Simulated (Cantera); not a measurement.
What does this Cantera script print?

```python
import numpy as np
import cantera as ct

gas = ct.Solution("h2o2.yaml")
gas.TPX = 1175, 56000, {'H2': 1.8, 'O2': 1, 'N2': 13}
reactor = ct.IdealGasConstPressureReactor(gas, energy="off", clone=False)
net = ct.ReactorNet([reactor])
net.rtol, net.atol = 1e-08, 1e-18
show = ['H2', 'O2', 'O', 'OH', 'H2O']
times = np.geomspace(0.0002, 10, 10)

steps = ct.SolutionArray(gas, extra=["t"])
rows = []
print(f"{'t/s':>10s}{'T/K':>9s}{'P/Pa':>11s}" + "".join(f"{s:>11s}" for s in show))
for t in times:
    while net.time < t:
        t_next = net.step()
        steps.append(gas.state, t=t_next)
    rows.append([np.interp(t, steps.t, y) for y in (steps.T, steps.P, *steps(*show).X.T)])
    print(f"{t:10.3e}{rows[-1][0]:9.1f}{rows[-1][1]:11.4g}" + "".join(f"{x:11.3e}" for x in rows[-1][2:]))
rate = np.gradient(steps.T, steps.t)
print("integrator steps:", len(steps.t))
if steps.T.max() > steps.T[0] + 200:
    print(f"time of steepest temperature rise: {steps.t[rate.argmax()]:.4e} s")
gas.TPX = 1175, 56000, {'H2': 1.8, 'O2': 1, 'N2': 13}
gas.equilibrate("TP")
print(f"equilibrium (TP): T = {gas.T:.1f} K  " + "  ".join(f"{s} {gas[s].X[0]:.3e}" for s in show))
```

Output:

```
       t/s      T/K       P/Pa         H2         O2          O         OH        H2O
 2.000e-04   1175.0    5.6e+04  9.707e-02  5.629e-02  1.188e-03  6.507e-04  1.227e-02
 6.655e-04   1175.0    5.6e+04  5.747e-03  1.008e-02  7.915e-04  8.278e-04  1.115e-01
 2.214e-03   1175.0    5.6e+04  1.073e-03  7.192e-03  9.252e-05  2.652e-04  1.194e-01
 7.368e-03   1175.0    5.6e+04  1.371e-04  6.755e-03  9.425e-06  8.237e-05  1.206e-01
 2.452e-02   1175.0    5.6e+04  1.414e-05  6.711e-03  1.010e-06  2.802e-05  1.208e-01
 8.158e-02   1175.0    5.6e+04  1.578e-06  6.709e-03  1.509e-07  1.105e-05  1.208e-01
 2.714e-01   1175.0    5.6e+04  2.703e-07  6.710e-03  3.209e-08  5.105e-06  1.208e-01
 9.032e-01   1175.0    5.6e+04  6.762e-08  6.711e-03  8.638e-09  2.646e-06  1.208e-01
 3.005e+00   1175.0    5.6e+04  2.350e-08  6.711e-03  2.890e-09  1.529e-06  1.208e-01
 1.000e+01   1175.0    5.6e+04  1.520e-08  6.711e-03  1.670e-09  1.162e-06  1.208e-01
integrator steps: 2125
equilibrium (TP): T = 1175.0 K  H2 1.482e-08  O2 6.711e-03  O 1.609e-09  OH 1.140e-06  H2O 1.208e-01
```

Model: the H2/O2 subset of GRI-Mech 3.0, which has no nitrogen chemistry, integrated in Cantera. The temperature is held fixed by assumption; the heat of reaction is taken as removed at once.
